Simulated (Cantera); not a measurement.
Thermodynamics of nitride etching, feed AlN + HCl + N2

A closed system holds: 1 mol AlN, a varied amount of HCl, 20 mol N2, at 49000 Pa.

Cantera equilibrium calculation (NASA polynomials, part measured and part estimated; ideal gas, pure solids and liquids). Candidate condensed phases: Al, AlCl3, AlN, NH4Cl; 20 gas species. The tables' values for AlCl2 are old estimates. Equilibrium is a limit: real reactors are often held back by kinetics, nucleation or transport.

Problem. Map the stable condensed phases over T = 900, 1000, 1100, 1200, 1300, 1400, 1500, 1600, 1700, 1800, 1900, 2000, 2100 K and n(HCl) in mol = 1.1, 1.9, 3.4, 6.1, 11, 19, 33.

Solution. 
```
T in K \ n(HCl) in mol
         1.1 1.9 3.4 6.1  11  19  33
   2100    A   A   A   A   A   A   A
   2000    B   A   A   A   A   A   A
   1900    B   A   A   A   A   A   A
   1800    B   B   A   A   A   A   A
   1700    B   B   A   A   A   A   A
   1600    B   B   B   A   A   A   A
   1500    B   B   B   A   A   A   A
   1400    B   B   B   A   A   A   A
   1300    B   B   B   A   A   A   A
   1200    B   B   B   A   A   A   A
   1100    B   B   B   A   A   A   A
   1000    B   B   B   A   A   A   A
    900    B   B   B   A   A   A   A
```
A: gas only; B: AlN.
